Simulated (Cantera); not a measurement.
Charge: 1 mol Cu, 4.3 mol F₂, equilibrated at 1023.15 K and 2.60 Pa.

Method: chemical equilibrium by Gibbs-energy minimisation in Cantera with the NASA 1993 tables (ideal gas, pure condensed phases). Candidate condensed phases: Cu, CuF₂; 6 gas species. Rates play no part.

Base state: F 0.867, CuF₂ 0.132, F₂ 0.00130 (mole fractions); condensed: gas only.

What changes in the equilibrium state with this change: temperature from 1023.15 K to 873.15 K?


```csv
species,before,after
F,0.867,0.951
F₂,0.00130,0.0432
CuF₂,0.132,0.00536
"CuF₂(s), mol",0,0.966
```
